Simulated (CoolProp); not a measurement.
R141b at several states: Z from the reference equation and from simpler models built on Tc = 204.4 °C, pc = 42.12 bar, ω = 0.220; each cubic takes its own stable root.

Model: reference Helmholtz-energy equation of state, Lemmon 2006, in CoolProp. It is a short technical equation, of lower accuracy than the large ones.

```
T (°C)  p (bar)   phase  reference
------  -------  ------  ---------
35.85      38.9  liquid     0.1450
54.25      8.47  liquid    0.03092
34.55      1.64  liquid   0.006169
```

### Question
How far does each simpler model (van der Waals, Redlich-Kwong, Soave-Redlich-Kwong, Peng-Robinson) lie from the reference over these 3 states: mean and median of the absolute difference, and the worst?

### Answer
- van der Waals: mean 5233.5 %, median 64.0 %, worst +15575.1 % at 34.55 °C and 1.64 bar
- Redlich-Kwong: mean 5126.2 %, median 12.6 %, worst +15354.7 % at 34.55 °C and 1.64 bar
- Soave-Redlich-Kwong: mean 8.9 %, median 8.9 %, worst +9.1 % at 54.25 °C and 8.47 bar
- Peng-Robinson: mean 3.7 %, median 3.6 %, worst -3.9 % at 35.85 °C and 38.9 bar

At some of these states van der Waals, Redlich-Kwong gives the other phase, because its saturation line lies elsewhere.
